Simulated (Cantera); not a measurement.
Mixture: CH3OH : O2 : N2 = 1 : 1.36 : 6.82 (molar parts), at 1130 Torr, adiabatic and at constant pressure. Ignition delay is the time to a rise of 400 K.

Model: GRI-Mech 3.0 (53 species, 325 reactions), integrated in Cantera. GRI-Mech 3.0 was tuned for natural gas; its chemistry of methanol as a main component is partial and can be far from experiment.

**Question.** What does this change do: N2 6.82 to 15 parts?

**Answer.** 
| quantity | before | after |
|---|---|---|
| delay at 1250 K | 3.21 ms | 4.15 ms |
| delay at 1325 K | 1.13 ms | 1.51 ms |
| delay at 1400 K | 0.458 ms | 0.647 ms |
| delay at 1475 K | 0.211 ms | 0.322 ms |
| delay at 1550 K | 0.108 ms | 0.185 ms |
| delay at 1625 K | 60.2 µs | 0.123 ms |
| delay at 1700 K | 36.0 µs | 94.1 µs |
| apparent activation energy between 1550 and 1700 K | 160 kJ/mol | 98 kJ/mol |
